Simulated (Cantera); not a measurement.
Charge: 1 mol Si₃N₄, 0.15 mol C, 0.07 mol N₂, equilibrated at 0.500 bar.

These are equilibrium values from Cantera (NASA tables, ideal gas, pure condensed phases), not measurements of a reactor. Candidate condensed phases: C, Si, SiC, Si₃N₄; 20 gas species. Mutual solubility and eutectic melting of coexisting phases are not modelled. The tables' values for SiN are old estimates; treat these amounts as uncertain. Equilibrium is a limit: real reactors are often held back by kinetics, nucleation or transport.

x: gas mole fraction; n: condensed amount in mol.

```json
[
 {"T (K)": "2673", "x N₂": "0.955", "x Si": "0.0318", "x Si₂C": "0.00688", "x SiC₂": "0.00161", "x Si₂": "0.00108", "n Si(l)": "2.75", "n SiC(s)": "0.128"},
 {"T (K)": "2698", "x N₂": "0.947", "x Si": "0.0374", "x Si₂C": "0.00854", "x SiC₂": "0.00223", "x Si₂": "0.00131", "n Si(l)": "2.74", "n SiC(s)": "0.121"},
 {"T (K)": "2723", "x N₂": "0.936", "x Si": "0.0438", "x Si₂C": "0.0106", "x SiC₂": "0.00306", "x Si₂": "0.00158", "n Si(l)": "2.72", "n SiC(s)": "0.112"},
 {"T (K)": "2748", "x N₂": "0.925", "x Si": "0.0512", "x Si₂C": "0.0130", "x SiC₂": "0.00418", "x Si₂": "0.00190", "n Si(l)": "2.69", "n SiC(s)": "0.101"},
 {"T (K)": "2773", "x N₂": "0.911", "x Si": "(withheld)", "x Si₂C": "(withheld)", "x SiC₂": "(withheld)", "x Si₂": "(withheld)", "n Si(l)": "2.66", "n SiC(s)": "(withheld)"},
 {"T (K)": "2798", "x N₂": "0.894", "x Si": "0.0693", "x Si₂C": "0.0195", "x SiC₂": "0.00769", "x Si₂": "0.00273", "n Si(l)": "2.63", "n SiC(s)": "0.0677"},
 {"T (K)": "2823", "x N₂": "0.875", "x Si": "0.0804", "x Si₂C": "0.0237", "x SiC₂": "0.0103", "x Si₂": "0.00325", "n Si(l)": "2.59", "n SiC(s)": "0.0431"},
 {"T (K)": "2848", "x N₂": "0.852", "x Si": "0.0929", "x Si₂C": "0.0288", "x SiC₂": "0.0138", "x Si₂": "0.00387", "n Si(l)": "2.55", "n SiC(s)": "0.0107"},
 {"T (K)": "2873", "x N₂": "0.834", "x Si": "0.107", "x Si₂C": "0.0308", "x SiC₂": "0.0143", "x Si₂": "0.00458", "n Si(l)": "2.49", "n SiC(s)": "0"},
 {"T (K)": "2898", "x N₂": "0.817", "x Si": "0.123", "x Si₂C": "0.0313", "x SiC₂": "0.0135", "x Si₂": "0.00541", "n Si(l)": "2.44", "n SiC(s)": "0"},
 {"T (K)": "2923", "x N₂": "0.797", "x Si": "0.141", "x Si₂C": "0.0316", "x SiC₂": "0.0126", "x Si₂": "0.00637", "n Si(l)": "2.37", "n SiC(s)": "0"},
 {"T (K)": "2948", "x N₂": "0.775", "x Si": "(withheld)", "x Si₂C": "0.0319", "x SiC₂": "0.0117", "x Si₂": "(withheld)", "n Si(l)": "2.29", "n SiC(s)": "0"},
 {"T (K)": "2973", "x N₂": "0.751", "x Si": "0.185", "x Si₂C": "0.0320", "x SiC₂": "0.0108", "x Si₂": "0.00876", "n Si(l)": "2.19", "n SiC(s)": "0"},
 {"T (K)": "2998", "x N₂": "0.724", "x Si": "0.210", "x Si₂C": "0.0319", "x SiC₂": "0.00987", "x Si₂": "0.0102", "n Si(l)": "2.08", "n SiC(s)": "0"}
]
```

Q: Fill in the missing entries.

A: 
- 2948, x Si: 0.162
- 2948, x Si₂: 0.00748
- 2773, x Si: 0.0597
- 2773, x Si₂C: 0.0160
- 2773, x SiC₂: 0.00569
- 2773, x Si₂: 0.00228
- 2773, n SiC(s): 0.0866
